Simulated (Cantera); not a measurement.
Premixed flame

A freely propagating, adiabatic, planar premixed flame of 10.7 % CH4, 17.9 % O2, 71.4 % N2, equivalence ratio 1.2, unburnt at 723 K and 0.132 atm; multicomponent transport, grid criteria slope 0.08 and curve 0.16, no radiation.

Detailed kinetics in Cantera: GRI-Mech 3.0 (53 species, 325 reactions). Burning velocities carry a grid error of a few per cent, more on coarse grids.

```json
[
 {"z (mm)": "-5.94", "T (K)": "723", "u (m/s)": "2.29", "x CH4": "0.107", "x O2": "0.179", "x CH2O": "3.94e-7", "x H": "7.47e-8", "x CH2": "<1e-8", "x CO2": "7.27e-8"},
 {"z (mm)": "-3.96", "T (K)": "725", "u (m/s)": "2.30", "x CH4": "0.106", "x O2": "0.178", "x CH2O": "5.95e-6", "x H": "1.55e-6", "x CH2": "<1e-8", "x CO2": "1.56e-6"},
 {"z (mm)": "-2.97", "T (K)": "732", "u (m/s)": "2.33", "x CH4": "0.105", "x O2": "0.177", "x CH2O": "2.30e-5", "x H": "9.34e-6", "x CH2": "<1e-8", "x CO2": "1.09e-5"},
 {"z (mm)": "-1.98", "T (K)": "781", "u (m/s)": "2.51", "x CH4": "0.101", "x O2": "0.172", "x CH2O": "0.000107", "x H": "6.76e-5", "x CH2": "1.52e-8", "x CO2": "0.000131"},
 {"z (mm)": "-0.989", "T (K)": "1106", "u (m/s)": "3.63", "x CH4": "0.0740", "x O2": "0.144", "x CH2O": "0.000730", "x H": "0.000622", "x CH2": "2.14e-6", "x CO2": "0.00211"},
 {"z (mm)": "-0.495", "T (K)": "1472", "u (m/s)": "4.91", "x CH4": "0.0407", "x O2": "0.104", "x CH2O": "0.00125", "x H": "0.00223", "x CH2": "3.24e-5", "x CO2": "0.00652"},
 {"z (mm)": "0", "T (K)": "1825", "u (m/s)": "6.17", "x CH4": "0.0113", "x O2": "0.0585", "x CH2O": "0.000845", "x H": "0.00649", "x CH2": "0.000110", "x CO2": "0.0142"},
 {"z (mm)": "0.495", "T (K)": "1996", "u (m/s)": "6.77", "x CH4": "0.00138", "x O2": "0.0288", "x CH2O": "0.000225", "x H": "0.0120", "x CH2": "5.61e-5", "x CO2": "0.0236"},
 {"z (mm)": "0.989", "T (K)": "2037", "u (m/s)": "6.91", "x CH4": "9.41e-5", "x O2": "0.0162", "x CH2O": "2.34e-5", "x H": "0.0157", "x CH2": "6.56e-6", "x CO2": "0.0321"},
 {"z (mm)": "1.98", "T (K)": "2054", "u (m/s)": "6.94", "x CH4": "3.62e-7", "x O2": "0.00996", "x CH2O": "1.08e-7", "x H": "0.0182", "x CH2": "3.19e-8", "x CO2": "0.0423"},
 {"z (mm)": "3.96", "T (K)": "2066", "u (m/s)": "6.96", "x CH4": "<1e-8", "x O2": "0.00847", "x CH2O": "<1e-8", "x H": "0.0187", "x CH2": "<1e-8", "x CO2": "0.0483"},
 {"z (mm)": "7.91", "T (K)": "2080", "u (m/s)": "7.00", "x CH4": "<1e-8", "x O2": "0.00797", "x CH2O": "<1e-8", "x H": "0.0180", "x CH2": "<1e-8", "x CO2": "0.0495"},
 {"z (mm)": "15.8", "T (K)": "2104", "u (m/s)": "7.07", "x CH4": "<1e-8", "x O2": "0.00739", "x CH2O": "<1e-8", "x H": "0.0165", "x CH2": "<1e-8", "x CO2": "0.0500"}
]
```
x: mole fraction of selected species; z is measured from the peak of heat release.

```yaml
laminar_burning_velocity: 229 cm/s
thermal_thickness: 1.98 mm
peak x(CH2O): 0.00125
peak x(H): 0.0187
peak x(CH2): 0.000112
grid_points: 151
```
